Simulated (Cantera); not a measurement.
A Cantera script and what it prints.

```python
import numpy as np
import cantera as ct

gas_names = """
    Cu CuO Cu2 H HO2 H2 H2O H2O2 O OH O2 O3
""".split()
cond_names = """
    Cu(cr) Cu(L) CuO(s) CuO2H2(s) Cu2O(s) Cu2O(L) H2O(s) H2O(L)
""".split()


def load(file, names, dense=False):
    # The tables refer to 1 bar. Condensed volumes are neglected.
    table = {s.name: s for s in ct.Species.list_from_file(file)}
    out = []
    for n in names:
        d = dict(table[n].input_data)
        d["thermo"] = dict(d["thermo"], **{"reference-pressure": 1e5})
        if dense:
            d["equation-of-state"] = {"model": "constant-volume", "density": "1e6 g/cm^3"}
        out.append(ct.Species.from_dict(d))
    return out


gas = ct.Solution(thermo="ideal-gas", species=load("nasa_gas.yaml", gas_names))
cond = {s.name: ct.Solution(thermo="fixed-stoichiometry", species=[s], name=s.name)
        for s in load("nasa_condensed.yaml", cond_names, dense=True)}
atoms = {
    'CuO': {'Cu': 1, 'O': 1},
    'H2': {'H': 2},
    'H2O': {'H': 2, 'O': 1},
}
top_T = {'CuO(s)': 1390}  # K; cautious upper limits of use, not melting points


def equilibrate(T, P, feed):
    n = {}
    for name, mol in feed.items():
        for a, k in atoms[name].items():
            n[a] = n.get(a, 0.0) + k * mol
    gas.TPX = T, P, n
    mass = sum(n.values()) * gas.mean_molecular_weight
    gas.equilibrate("TP")
    valid = [c for c in cond.values() if c.min_temp <= T <= top_T.get(c.name, c.max_temp)]
    mix = ct.Mixture([(gas, mass / gas.mean_molecular_weight)] + [(c, 0.0) for c in valid])
    mix.T, mix.P = T, P
    mix.equilibrate("TP", solver="vcs", rtol=1e-11, max_steps=5000)
    return mix


results = []
feed = {'CuO': 1, 'H2': 240, 'H2O': 1.6}  # mol
P = 52  # Pa
for T in [948, 1048, 1148, 1248, 1348, 1448, 1548, 1648, 1748, 1848, 1948, 2048, 2148]:
    mix = equilibrate(T, P, feed)
    results.append((T, P, feed, dict(zip(mix.species_names, mix.species_moles))))
    x = sorted(zip(gas.X, gas.species_names), reverse=True)
    print(f"T = {T:g} K  P = {P:g} Pa  gas = {mix.phase_moles(0):.4g} mol")
    print("   x: " + "  ".join(f"{s} {v:.3e}" for v, s in x if v > 0.0001))
    print("   condensed (mol): " + ("  ".join(f"{mix.phase(i).name} {mix.phase_moles(i):.4g}"
          for i in range(1, mix.n_phases) if mix.phase_moles(i) > 1e-12) or "none"))
```

It prints:

```
T = 948 K  P = 52 Pa  gas = 241.6 mol
   x: H2 9.892e-01  H2O 1.076e-02
   condensed (mol): Cu(cr) 1
T = 1048 K  P = 52 Pa  gas = 241.6 mol
   x: H2 9.892e-01  H2O 1.076e-02
   condensed (mol): Cu(cr) 1
T = 1148 K  P = 52 Pa  gas = 241.6 mol
   x: H2 9.892e-01  H2O 1.076e-02
   condensed (mol): Cu(cr) 0.9987
T = 1248 K  P = 52 Pa  gas = 241.6 mol
   x: H2 9.891e-01  H2O 1.076e-02
   condensed (mol): Cu(cr) 0.9795
T = 1348 K  P = 52 Pa  gas = 241.8 mol
   x: H2 9.882e-01  H2O 1.075e-02  Cu 9.007e-04  H 1.009e-04
   condensed (mol): Cu(cr) 0.7821
T = 1448 K  P = 52 Pa  gas = 242.6 mol
   x: H2 9.848e-01  H2O 1.071e-02  Cu 4.120e-03  H 4.011e-04
   condensed (mol): none
T = 1548 K  P = 52 Pa  gas = 242.8 mol
   x: H2 9.838e-01  H2O 1.071e-02  Cu 4.119e-03  H 1.339e-03
   condensed (mol): none
T = 1648 K  P = 52 Pa  gas = 243.1 mol
   x: H2 9.813e-01  H2O 1.069e-02  Cu 4.114e-03  H 3.869e-03
   condensed (mol): none
T = 1748 K  P = 52 Pa  gas = 243.8 mol
   x: H2 9.753e-01  H2O 1.066e-02  H 9.895e-03  Cu 4.102e-03
   condensed (mol): none
T = 1848 K  P = 52 Pa  gas = 245.4 mol
   x: H2 9.625e-01  H 2.281e-02  H2O 1.058e-02  Cu 4.075e-03
   condensed (mol): none
T = 1948 K  P = 52 Pa  gas = 248.6 mol
   x: H2 9.375e-01  H 4.798e-02  H2O 1.041e-02  Cu 4.023e-03
   condensed (mol): none
T = 2048 K  P = 52 Pa  gas = 254.4 mol
   x: H2 8.931e-01  H 9.280e-02  H2O 1.010e-02  Cu 3.930e-03  OH 1.143e-04
   condensed (mol): none
T = 2148 K  P = 52 Pa  gas = 264.5 mol
   x: H2 8.208e-01  H 1.656e-01  H2O 9.545e-03  Cu 3.780e-03  OH 2.479e-04
   condensed (mol): none
```

Method: chemical equilibrium by Gibbs-energy minimisation in Cantera with the NASA 1993 tables (ideal gas, pure condensed phases).
